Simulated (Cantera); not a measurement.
## Equilibrium for roasting and sulfation: FeS + SO2 + O2

Charge: 1 mol FeS, 0.095 mol SO2, 1.1 mol O2, equilibrated at 113 Torr.

Cantera equilibrium calculation (NASA polynomials, part measured and part estimated; ideal gas, pure solids and liquids). Candidate condensed phases: Fe, FeO, FeS, FeSO4, FeS2, Fe2O3, Fe2(SO4)3, Fe3O4, S; 12 gas species. The tables' stoichiometric FeO is somewhat more stable than real wüstite, so its field is too wide. FeO: taken at fixed stoichiometry. Rates play no part.

From 1575 K to 1625 K the condensed part is FeO(s). From 1650 K to 1850 K the condensed part is FeO(l). The main Fe-bearing gas is Fe throughout.

```csv
T (K),x SO2,x S2,x SO,x S2O,n FeO(s),n FeO(l)
1575,0.765,0.214,0.0130,0.00842,1.00,0
1600,0.763,0.213,0.0150,0.00835,1.00,0
1625,0.762,0.212,0.0173,0.00829,1.00,0
1650,0.760,0.212,0.0198,0.00822,0,1.000
1675,0.758,0.211,0.0225,0.00815,0,1.000
1700,0.756,0.210,0.0255,0.00807,0,1.000
1725,0.754,0.209,0.0288,0.00800,0,1.000
1750,0.751,0.208,0.0324,0.00792,0,1.000
1775,0.749,0.206,0.0363,0.00784,0,1.000
1800,0.746,0.205,0.0405,0.00776,0,1.000
1825,0.742,0.204,0.0451,0.00767,0,1.000
1850,0.739,0.202,0.0500,0.00758,0,1.000
```
x: gas mole fraction; n: condensed amount in mol.
